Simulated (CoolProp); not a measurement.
CH2F2 (R32) along the isotherm 255 K: Z from the reference equation and from simpler models built on Tc = 351.3 K, pc = 5783 kPa, ω = 0.277; each cubic takes its own stable root.

The numbers come from the reference Helmholtz-energy equation of state, Tillner-Roth 1997 in CoolProp.

```tsv
p (kPa)	phase	reference
2070	liquid	0.04538
4130	liquid	0.09009
6200	liquid	0.1346
8260	liquid	0.1785
10300	liquid	0.2217
12400	liquid	0.2658
14500	liquid	0.3096
16500	liquid	0.3509
18600	liquid	0.3941
20700	liquid	0.4370
22700	liquid	0.4777
24800	liquid	0.5201
26800	liquid	0.5603
28900	liquid	0.6022
```

Q: How far does each simpler model (Redlich-Kwong, Peng-Robinson) lie from the reference over these 14 states: mean and median of the absolute difference, and the worst?

A: 
- Redlich-Kwong: mean 31.5 %, median 31.2 %, worst +34.2 % at 255 K and 2070 kPa
- Peng-Robinson: mean 12.9 %, median 12.9 %, worst +13.4 % at 255 K and 2070 kPa
